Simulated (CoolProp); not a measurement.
Vapour-liquid equilibrium of ammonia (1) + n-pentane (2) at 80.75 °C; x and y are mole fractions of (1).

The numbers come from the multi-fluid Helmholtz-energy mixture model, Gao 2020 and Thol 2019; pair parameters Bell 2016 in CoolProp.

```json
[
 {"x": "0.05", "bubble pressure (bar)": "7.022", "y at the bubble point": "0.452", "dew pressure at overall composition x (bar)": "3.963", "liquid density (mol/L)": "8.086"},
 {"x": "0.2", "bubble pressure (bar)": "19.83", "y at the bubble point": "0.796", "dew pressure at overall composition x (bar)": "4.758", "liquid density (mol/L)": "9.128"},
 {"x": "0.35", "bubble pressure (bar)": "30.28", "y at the bubble point": "0.858", "dew pressure at overall composition x (bar)": "5.905", "liquid density (mol/L)": "10.37"},
 {"x": "0.5", "bubble pressure (bar)": "35.04", "y at the bubble point": "0.875", "dew pressure at overall composition x (bar)": "7.713", "liquid density (mol/L)": "11.91"},
 {"x": "0.65", "bubble pressure (bar)": "37.09", "y at the bubble point": "0.885", "dew pressure at overall composition x (bar)": "11.10", "liquid density (mol/L)": "14.10"},
 {"x": "0.8", "bubble pressure (bar)": "39.24", "y at the bubble point": "0.904", "dew pressure at overall composition x (bar)": "20.22", "liquid density (mol/L)": "17.92"},
 {"x": "0.95", "bubble pressure (bar)": "41.64", "y at the bubble point": "0.961", "dew pressure at overall composition x (bar)": "41.38", "liquid density (mol/L)": "25.55"}
]
```

No azeotrope shows between x = 0.05 and 0.95.

Pair parameters are fitted to limited data, so mixtures are less certain than the pure fluids. With so large a gap from Raoult's law the liquid may split in two, which this calculation doesn't test in full.
